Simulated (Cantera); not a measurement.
Feed: 1 mol HgO, 1.6 mol O2, 1.2 mol N2, held at 525 °C and 51.0 Pa.

Method: chemical equilibrium by Gibbs-energy minimisation in Cantera with the NASA 1993 tables (ideal gas, pure condensed phases). Candidate condensed phases: Hg, HgO; 10 gas species. Kinetics and transport are ignored.

Base state: O2 0.488, N2 0.279, Hg 0.233 (mole fractions); condensed: gas only.

Question: What changes in the equilibrium state with this change: HgO replaced by PbO?

Answer: 
```csv
species,before,after
O2,0.488,0.571
N2,0.279,0.429
Hg,0.233,0
"PbO(yellow), mol",0,1.00
```
Further candidate phases: Pb, PbO, PbO2, Pb3O4.
